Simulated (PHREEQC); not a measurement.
1 kg of water meets 20 L of dry gas (CO2 1 by moles) at fixed total pressure, at 100 °C; fugacities by Peng-Robinson. The gases take part in no redox reaction, some water evaporates into the gas, and hydrates or a liquid gas phase aren't modelled. Nothing may precipitate in this run.

Equilibrium calculation in PHREEQC: Pitzer model, pitzer.dat.

Problem. Predict dissolved CO2 (all carbonate carbon) (mol/kgw), φ of CO2 at P (atm) = 30, 40, 400.

Solution. 
```json
[
 {"P (atm)": "30", "dissolved CO2 (all carbonate carbon) (mol/kgw)": "0.280", "φ of CO2": "0.923"},
 {"P (atm)": "40", "dissolved CO2 (all carbonate carbon) (mol/kgw)": "0.365", "φ of CO2": "0.898"},
 {"P (atm)": "400", "dissolved CO2 (all carbonate carbon) (mol/kgw)": "1.47", "φ of CO2": "0.480"}
]
```

Away from 25 °C the constants follow the database's enthalpies or fits; those with neither stay at their 25 °C values.
